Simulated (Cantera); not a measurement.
Feed: 1 mol Al2O3, 0.058 mol Br2, a varied amount of O2, equilibrated at 1075 K and 0.230 bar.

Points: n(O2) (mol) = 0.01, 0.015, 0.021, 0.031, 0.046, 0.066, 0.097, 0.14, 0.2, 0.3.

Cantera's Mixture.equilibrate('TP', solver="vcs", rtol=1e-11, max_steps=5000) on the NASA tables stopped like this:

```
*******************************************************************************
CanteraError thrown by VCS_SOLVE::solve_tp_inner:
vcs_solve_TP: ERROR on step change wt[15:Br2(L)]: -3.469446951953614e-18 < 0.0
*******************************************************************************
```

Problem. What got this run through?

Solution. This is not unique; one that fits is The failure is numerical, not chemical. The same input converged with solver="gibbs", rtol=1e-10, max_steps=50000, and the result passed a check of the equilibrium conditions:
```
log10 of partial pressures in bar; condensed amounts in mol
     n(O2)        O2       Br2        Br  AL2O3(a)
      0.01    -1.476    -0.719    -2.244         1
     0.015    -1.331    -0.750    -2.259         1
     0.021    -1.219    -0.784    -2.276         1
     0.031    -1.101    -0.836    -2.302         1
     0.046    -0.997    -0.904    -2.336         1
     0.066    -0.916    -0.981    -2.375         1
     0.097    -0.845    -1.078    -2.423         1
      0.14    -0.792    -1.186    -2.477         1
       0.2    -0.752    -1.302    -2.535         1
       0.3    -0.717    -1.446    -2.607         1
```

The gas is ideal and each condensed phase is pure.
